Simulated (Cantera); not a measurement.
Input: 1 mol Fe₂O₃, 2 mol Cl₂, 0.23 mol H₂, at 1175 K.

These are equilibrium values from Cantera (NASA tables, ideal gas, pure condensed phases), not measurements of a reactor. Candidate condensed phases: Fe, FeCl₂, FeCl₃, FeO, Fe(OH)₂, Fe(OH)₃, Fe₂O₃, Fe₃O₄, H₂O; 22 gas species. Rates play no part.

Q: At 22.0 mbar, list the 7 most abundant gas species with their mole fractions, and the condensed phases.

A: Cl₂ 0.452, HCl 0.189, FeCl₃ 0.155, O₂ 0.146, FeCl₂ 0.0400, Cl 0.0164, H₂O 0.000527. Condensed: Fe₂O₃(s).
